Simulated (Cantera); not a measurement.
Source: NASA polynomial tables (part measured, part estimated), evaluated in Cantera. Values are per mole of reaction as written; species without (g) are pure solids or liquids, kept so even where they would boil at 1 bar.

6 Ta + 5 O₃(g) = 3 Ta₂O₅, with ΔH° = -6846.9 kJ and ΔS° = -1014.0 J/K at 300 K.

How far is the shortcut ΔG° ≈ ΔH°(300 K) − T·ΔS°(300 K) from the full temperature-dependent value at 1073, 1098, 1123, 1148, 1173, 1198, 1223, 1248, 1273, 1298, 1323 K?


```tsv
T (K)	shortcut (kJ)	full (kJ)	difference (kJ)	difference in log10 K
1073	-5758.9	-5802.5	43.7	-2.13
1098	-5733.5	-5779.8	46.2	-2.20
1123	-5708.2	-5757.0	48.9	-2.27
1148	-5682.8	-5734.4	51.6	-2.35
1173	-5657.5	-5711.8	54.3	-2.42
1198	-5632.1	-5689.2	57.1	-2.49
1223	-5606.8	-5666.7	60.0	-2.56
1248	-5581.4	-5644.3	62.9	-2.63
1273	-5556.1	-5621.9	65.9	-2.70
1298	-5530.7	-5599.6	68.9	-2.77
1323	-5505.4	-5577.4	72.0	-2.84
```
The shortcut ignores the heat-capacity change of the reaction.
